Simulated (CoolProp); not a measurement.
A single-stage vapour-compression cycle with n-pentane: evaporating at 261.15 K (dew point), condensing at 308.15 K (bubble point), superheat 2 K, subcooling 2 K, compressor efficiency 0.6, no pressure losses. Each further row changes one setting.

Values from CoolProp's reference Helmholtz-energy equation of state, Thol 2019.

| case | cooling COP | pressure ratio | discharge temperature (K) | refrigerating effect (kJ/kg) | volumetric capacity (kJ/m³) |
|---|---|---|---|---|---|
| as stated | 2.83 | 7.11 | 328.2 | 295 | 135 |
| evaporating temperature 266.15 K | 3.29 | 5.55 | 325.4 | 302 | 174 |
| condensing temperature 303.15 K | 3.24 | 5.97 | 322.4 | 307 | 140 |
| subcooling 7 K | 2.94 | 7.11 | 328.2 | 307 | 140 |
| superheat 12 K | 2.86 | 7.11 | 338.8 | 310 | 137 |
| compressor efficiency 0.5 | 2.36 | 7.11 | 339.5 | 295 | 135 |
